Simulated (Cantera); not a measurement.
Standard-state values (1 bar) from the NASA 1993 polynomials, evaluated with Cantera. Values are per mole of reaction as written; species without (g) are pure solids or liquids, kept so even where they would boil at 1 bar. TaC: taken at fixed stoichiometry.

3 Ta + 2 CO(g) → 2 TaC + TaO₂(g)

| T (K) | ΔH° (kJ) | ΔS° (J/K) | ΔG° (kJ) | log10 K |
|---|---|---|---|---|
| 300 | -268.0 | -154.8 | -221.6 | 38.58 |
| 1923 | (withheld) | (withheld) | (withheld) | (withheld) |
| 1998 | (withheld) | (withheld) | (withheld) | (withheld) |
| 2073 | (withheld) | (withheld) | (withheld) | (withheld) |
| 2148 | -255.9 | -147.9 | 61.8 | -1.50 |
| 2223 | -255.2 | -147.6 | 72.9 | -1.71 |
| 2298 | -254.5 | -147.3 | 83.9 | -1.91 |
| 2373 | (withheld) | (withheld) | (withheld) | (withheld) |
| 2448 | -253.1 | -146.7 | 106.0 | -2.26 |
| 2523 | -252.5 | -146.4 | 117.0 | -2.42 |
| 2598 | -251.9 | -146.2 | 127.9 | -2.57 |

### Question
Complete the blanks.

### Answer

- 1923, ΔH° (kJ): -258.2
- 1923, ΔS° (J/K): -149.0
- 1923, ΔG° (kJ): 28.4
- 1923, log10 K: -0.77
- 1998, ΔH° (kJ): -257.4
- 1998, ΔS° (J/K): -148.6
- 1998, ΔG° (kJ): 39.6
- 1998, log10 K: -1.03
- 2073, ΔH° (kJ): -256.7
- 2073, ΔS° (J/K): -148.3
- 2073, ΔG° (kJ): 50.7
- 2073, log10 K: -1.28
- 2373, ΔH° (kJ): -253.8
- 2373, ΔS° (J/K): -147.0
- 2373, ΔG° (kJ): 95.0
- 2373, log10 K: -2.09
